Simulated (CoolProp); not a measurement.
Vapour-liquid equilibrium of octamethyltrisiloxane (MDM) (1) + octamethylcyclotetrasiloxane (D4) (2) at 58.85 °C; x and y are mole fractions of (1).

Model: multi-fluid Helmholtz-energy mixture model, Thol 2017 and Thol 2015; pair parameters Bell 2016, in CoolProp.

```csv
x,"bubble pressure, mixture model (bar)","bubble pressure, Raoult's law (bar)","y, mixture model","y, Raoult's law"
0.05,0.01335,0.01316,0.142,0.131
0.2,0.01693,0.01653,0.426,0.417
0.35,0.02023,0.01989,0.605,0.606
0.5,0.02345,0.02325,0.735,0.741
0.65,0.02668,0.02661,0.836,0.842
0.8,0.02998,0.02998,0.917,0.920
0.95,0.03334,0.03334,0.982,0.982
```

The largest gap from Raoult's law is +2.4 % in bubble pressure, at x = 0.2. No azeotrope shows between x = 0.05 and 0.95.

The pair parameters rest on a limited set of measurements; away from them the model extrapolates.
